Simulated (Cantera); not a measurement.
A closed system holds: 1 mol Ti(OiPr)4, 0.3 mol H2O, equilibrated at 1100 K and 45.8 Torr.

These are equilibrium values from Cantera (NASA tables, ideal gas, pure condensed phases), not measurements of a reactor. Candidate condensed phases: C, C6H6, C7H8, C8H18, H2O, Ti, TiC, TiO, TiO2, Ti2O3, Ti3O5, Ti4O7; 113 gas species. The feed counts by its element totals alone. The numbers say what is thermodynamically allowed, not how fast it happens.

Question: What is the equilibrium state?

Answer: 
| Property | Value |
|---|---|
| x(H2) | 0.860 |
| x(CO) | 0.138 |
| x(CH4) | 0.00162 |
| x(H2O) | 0.000647 |
| x(CO2) | 0.000103 |
| n(C(graphite)) | 9.69 mol |
| n(TiO2(rutile)) | 1.00 mol |
| gas amount | 16.56 mol |
| log10 activity of Ti4O7(s) (absent) | -0.38 |
| log10 activity of Ti3O5(s) (absent) | -0.60 |
| log10 activity of Ti2O3(s) (absent) | -1.00 |
